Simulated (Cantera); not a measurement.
Input: 1 mol Al2O3, 1.9 mol N2, held at 1 atm.

Cantera equilibrium calculation (NASA polynomials, part measured and part estimated; ideal gas, pure solids and liquids). Candidate condensed phases: Al, AlN, Al2O3; 16 gas species. Rates play no part.

x: gas mole fraction; n: condensed amount in mol.

| T (K) | x N2 | x O | x NO | x Al | x AlO | x Al2O | n Al2O3(l) |
|---|---|---|---|---|---|---|---|
| 2548 | 1.000 | ? | 3.72e-5 | 2.39e-5 | 7.83e-6 | 4.54e-6 | 1.000 |
| 2598 | 1.000 | ? | 5.72e-5 | 3.74e-5 | 1.37e-5 | 7.62e-6 | 1.000 |
| 2648 | 1.000 | ? | 8.65e-5 | 5.77e-5 | 2.36e-5 | 1.25e-5 | 1.000 |
| 2698 | 1.000 | ? | 0.000128 | 8.77e-5 | 3.97e-5 | 2.03e-5 | 1.000 |
| 2748 | 0.999 | ? | 0.000187 | 0.000131 | 6.54e-5 | 3.22e-5 | 1.000 |
| 2798 | 0.999 | ? | 0.000269 | 0.000195 | 0.000106 | 5.04e-5 | 1.000 |
| 2848 | 0.999 | ? | 0.000381 | 0.000284 | 0.000169 | 7.78e-5 | 0.999 |
| 2898 | 0.998 | ? | 0.000532 | 0.000411 | 0.000264 | 0.000118 | 0.999 |
| 2948 | 0.997 | ? | 0.000732 | 0.000587 | 0.000407 | 0.000178 | 0.999 |
| 2998 | 0.996 | ? | 0.000995 | 0.000831 | 0.000618 | 0.000263 | 0.998 |
| 3048 | 0.995 | ? | 0.00134 | 0.00116 | 0.000926 | 0.000385 | 0.997 |

**Question.** Complete the blanks.

**Answer.** 
- 2548, x O: 1.10e-5
- 2598, x O: 1.97e-5
- 2648, x O: 3.43e-5
- 2698, x O: 5.86e-5
- 2748, x O: 9.78e-5
- 2798, x O: 0.000160
- 2848, x O: 0.000256
- 2898, x O: 0.000404
- 2948, x O: 0.000625
- 2998, x O: 0.000952
- 3048, x O: 0.00143
